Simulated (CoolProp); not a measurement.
Vapour-liquid equilibrium of methane (1) + ethylene (2) at 126 kPa; x and y are mole fractions of (1).

Computed with CoolProp (multi-fluid Helmholtz-energy mixture model, Setzmann 1991 and Smukala 2000; pair parameters Bell 2016).

```tsv
x	bubble temperature (K)	y at the bubble point	dew temperature at overall composition x (K)	liquid density (mol/L)
0.05	155.7	0.676	172.3	21.04
0.125	140.1	0.912	170.8	22.02
0.2	132.2	0.962	169.3	22.65
0.275	127.5	0.978	167.7	23.12
0.35	124.5	0.986	165.9	23.51
0.425	122.4	0.990	164.0	23.87
0.5	120.8	0.992	161.9	24.19
0.575	119.6	0.994	159.5	24.50
0.65	118.6	0.995	156.7	24.79
0.725	117.7	0.996	153.5	25.08
0.8	116.8	0.997	149.4	25.36
0.875	115.9	0.998	143.9	25.63
0.95	115.0	0.999	134.6	25.90
```

No azeotrope shows between x = 0.05 and 0.95.

Pair parameters are fitted to limited data, so mixtures are less certain than the pure fluids. With so large a gap from Raoult's law the liquid may split in two, which this calculation doesn't test in full.
